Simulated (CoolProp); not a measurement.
Computed with CoolProp (reference Helmholtz-energy equation of state, Gao 2022).

### Question
For n-perfluorohexane, give the phase and the cp (kJ/(kg K)), expansivity (1/kK) at 320.5 K and 4350 kPa.

### Answer
- 320.5 K and 4350 kPa: liquid; cp 1.07, expansivity 1.74
